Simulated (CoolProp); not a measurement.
Saturation properties of propylene (Tc = 364.2 K, pc = 45.55 bar, ω = 0.146).

Computed with CoolProp (reference Helmholtz-energy equation of state, Lemmon 2013).

| T (K) | p (bar) | liquid density (kg/m³) | enthalpy of vaporisation (kJ/kg) | liquid cp (kJ/(kg K)) | vapour Z | surface tension (mN/m) |
|---|---|---|---|---|---|---|
| 174.1 | 0.04341 | 670.6 | 491.4 | 2.072 | 0.9966 | 24.4 |
| 184.3 | 0.09532 | 658.9 | 481.4 | 2.084 | 0.9937 | 22.8 |
| 194.6 | 0.1917 | 647.1 | 471.2 | 2.102 | 0.9893 | 21.3 |
| 204.8 | 0.3538 | 635.1 | 460.9 | 2.125 | 0.9831 | 19.8 |
| 215 | 0.6111 | 622.9 | 450.3 | 2.154 | 0.9749 | 18.3 |
| 225.2 | 0.9981 | 610.5 | 439.3 | 2.188 | 0.9643 | 16.8 |
| 235.5 | 1.561 | 597.5 | 427.5 | 2.229 | 0.9511 | 15.3 |
| 245.7 | 2.331 | 584.3 | 415.2 | 2.276 | 0.9353 | 13.9 |
| 255.9 | 3.363 | 570.6 | 402.1 | 2.330 | 0.9166 | 12.5 |
| 266.2 | 4.719 | 556.2 | 387.9 | 2.393 | 0.8946 | 11.1 |
| 276.4 | 6.428 | 541.3 | 372.6 | 2.465 | 0.8695 | 9.75 |
| 286.6 | 8.556 | 525.5 | 355.9 | 2.550 | 0.8408 | 8.42 |
| 296.9 | 11.19 | 508.4 | 337.3 | 2.655 | 0.8080 | 7.11 |

It boils at 225.5 K under 1 atm.

Surface tension comes from a separate correlation (Mulero 2012).
